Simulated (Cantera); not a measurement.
An isothermal, constant-pressure homogeneous reactor starts with C3H8 : H2 = 1 : 5.5 (molar parts), at 1650 K and 260 Pa. Integrator tolerance rtol = 1e-08.

Cantera simulation using GRI-Mech 3.0 (53 species, 325 reactions); the numbers are that mechanism's predictions, not measurements. GRI-Mech 3.0 was tuned for natural gas; its chemistry of propane as a main component is partial and can be far from experiment. GRI-Mech 3.0 stops at C3 and has no aromatics, soot or wall deposition, so with more carbon than oxygen in the feed, carbon stays in small species such as C2H2 where larger ones or solid carbon would form. Radical loss at walls, strong at low pressure, is not modelled.

Q: What does this change do: pressure from 260 Pa to 9000 Pa?

A: 
```json
[
 {"quantity": "x(C3H8) at 2.00 s", "before": "6.62e-10 (gas-phase equilibrium <1e-12)", "after": "7.27e-11 (gas-phase equilibrium 1.80e-11)"},
 {"quantity": "x(H2) at 2.00 s", "before": "0.809 (gas-phase equilibrium 0.840)", "after": "0.833 (gas-phase equilibrium 0.838)"},
 {"quantity": "x(C2H) at 2.00 s", "before": "6.29e-7 (gas-phase equilibrium 1.35e-6)", "after": "2.16e-7 (gas-phase equilibrium 2.26e-7)"},
 {"quantity": "x(C2H6) at 2.00 s", "before": "4.82e-6 (gas-phase equilibrium 1.66e-10)", "after": "7.62e-7 (gas-phase equilibrium 1.95e-7)"},
 {"quantity": "x(CH4) at 2.00 s", "before": "0.0482 (gas-phase equilibrium 0.000155)", "after": "0.0136 (gas-phase equilibrium 0.00531)"},
 {"quantity": "x(C2H2) at 2.00 s", "before": "0.141 (gas-phase equilibrium 0.158)", "after": "0.152 (gas-phase equilibrium 0.155)"},
 {"quantity": "x(C2H4) at 2.00 s", "before": "0.000277 (gas-phase equilibrium 2.49e-5)", "after": "0.000835 (gas-phase equilibrium 0.000845)"}
]
```
